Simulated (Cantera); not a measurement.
PbO + H2 (hydrogen reduction and annealing atmospheres)

Charge: 1 mol PbO, 1900 mol H2, at 1675 K and 13.3 mbar.

Cantera equilibrium calculation (NASA polynomials, part measured and part estimated; ideal gas, pure solids and liquids). Candidate condensed phases: H2O, Pb, PbO, PbO2, Pb3O4; 12 gas species. Rates play no part.

```
Quantity                             Value
--------------------------------  --------
x(H2)                                0.998
x(H)                               0.00100
x(Pb)                             0.000526
x(H2O)                            0.000526
gas amount                        1902 mol
log10 activity of Pb(l) (absent)     -4.20
```
